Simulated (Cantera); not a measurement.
Cantera run:

```python
import numpy as np
import cantera as ct

gas_names = """
    Br Br2 H HBr H2 Si SiBr SiBr2 SiBr3 SiBr4 SiH SiHBr3 SiH2 SiH2Br2 SiH3 SiH3Br SiH4 Si2 Si3
""".split()
cond_names = """
    Br2(cr) Br2(L) Si(cr) Si(L)
""".split()


# ... load() reads the species with a 1 bar reference pressure and builds the phases ...
atoms = {
    'Si': {'Si': 1},
    'Br2': {'Br': 2},
    'HBr': {'H': 1, 'Br': 1},
}
top_T = {}  # K; cautious upper limits of use, not melting points


# ... equilibrate(T, P, feed) seeds the gas with the atoms and calls Mixture.equilibrate('TP', solver="vcs", rtol=1e-11, max_steps=5000) ...
results = []
T = 475  # K
P = 20000  # Pa
for m in [1.9, 3.5, 5.2, 6.8, 8.5, 10, 12, 13, 15, 17]:
    feed = {'Si': 1, 'Br2': 0.68, 'HBr': m}  # mol
    mix = equilibrate(T, P, feed)
    results.append((T, P, feed, dict(zip(mix.species_names, mix.species_moles))))

top = {s: max(r[3][s] / sum(r[3][g] for g in gas_names) for r in results) for s in gas_names}
cols = sorted((s for s in top if top[s] > 0.0001), key=lambda s: -top[s])[:6]
seen = [c for c in cond_names if any(r[3].get(c, 0) > 1e-12 for r in results)]
print("log10 of partial pressures in bar; condensed amounts in mol")
print(f"{'n(HBr)':>10s}" + "".join(f"{s[:9]:>10s}" for s in cols + seen))
for T, P, feed, n in results:
    ng = sum(n[g] for g in gas_names)
    print(f"{feed['HBr']:10.4g}" + "".join(f"{np.log10(max(n[s] / ng * P / 1e5, 1e-99)):10.3f}" for s in cols)
          + "".join(f"{n.get(c, 0):10.4g}" for c in seen))
```

It prints:

```
log10 of partial pressures in bar; condensed amounts in mol
    n(HBr)       HBr        H2     SiBr4    SiHBr3   SiH2Br2    Si(cr)
       1.9    -5.927    -0.972    -1.042    -2.612    -4.526    0.1795
       3.5    -1.267    -1.081    -1.201    -7.542   -14.224         0
       5.2    -0.979    -1.267    -1.387    -8.201   -15.358         0
       6.8    -0.891    -1.390    -1.511    -8.535   -15.903         0
       8.5    -0.844    -1.491    -1.612    -8.785   -16.302         0
        10    -0.818    -1.564    -1.685    -8.957   -16.573         0
        12    -0.795    -1.646    -1.766    -9.143   -16.863         0
        13    -0.787    -1.682    -1.802    -9.223   -16.987         0
        15    -0.774    -1.745    -1.866    -9.363   -17.204         0
        17    -0.764    -1.801    -1.921    -9.484   -17.390         0
```

These are equilibrium values from Cantera (NASA tables, ideal gas, pure condensed phases), not measurements of a reactor.
